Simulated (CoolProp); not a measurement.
Saturation properties of carbon dioxide (Tc = 304.1 K, pc = 7377 kPa, ω = 0.224).

Computed with CoolProp (reference Helmholtz-energy equation of state, Span 1996).

| T (K) | p (kPa) | enthalpy of vaporisation (kJ/kg) | surface tension (mN/m) | liquid conductivity (mW/(m K)) |
|---|---|---|---|---|
| 236.9 | 1150 | 315.5 | 11.8 | 152 |
| 242.8 | 1411 | 304.2 | 10.6 | 145 |
| 248.8 | 1718 | 291.9 | 9.28 | 138 |
| 254.7 | 2065 | 279.0 | 8.06 | 131 |
| 260.7 | 2469 | 264.8 | 6.85 | 124 |
| 266.6 | 2918 | 249.6 | 5.70 | 117 |
| 272.5 | 3426 | 232.8 | 4.60 | 110 |
| 278.5 | 4005 | 213.8 | 3.53 | 103 |
| 284.4 | 4643 | 192.3 | 2.55 | 95.7 |
| 290.3 | 5356 | 166.7 | 1.63 | 88.6 |

Thermal conductivity comes from a separate model (Huber 2016). Surface tension comes from a separate correlation (Mulero 2012).
